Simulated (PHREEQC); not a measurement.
Dissolve 0.019 mol Pb(NO3)2, 0.00031 mol CuCl2 and 0.099 mol H2SO4 per kg of water at 25 °C. Closed to the air; pH follows from the charge balance.

Computed with PHREEQC (ion-association model, phreeqc.dat).

Precipitation was switched off in this run.

**Question.** What pH, specific conductance does the model give?

**Answer.** pH 0.99; specific conductance 42900 µS/cm.

**Question.** In which forms is N present?

**Answer.** NO3- 96 %, PbNO3+ 3.7 % of the N.

Saturation is exceeded, for instance for Anglesite; the values hold only as long as no solid forms. Complexes and solids missing from the database can't appear.
